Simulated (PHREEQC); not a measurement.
## City or well water

Model water analysis in mg/kgw, 25 °C, pH 7.32, pe 9.9:

```tsv
constituent	mg/kgw
Na	23
K	4.74
Ca	76.1
Mg	9.72
Cl	101
S(6) as SO4	18.1
Alkalinity as HCO3	151
N(5) as NO3	9.11
```

Valence states are taken as typed.

Model: ion-association model, phreeqc.dat, run in PHREEQC.

Precipitation was switched off in this run.

Estimate the specific conductance, charge-balance error.

specific conductance 619 µS/cm; charge-balance error -1.1 %.

In which forms is Ca present?

Ca+2 96 %, CaHCO3+ 2.1 %, CaSO4 1.3 % of the Ca.

Species that the database lacks are ignored.
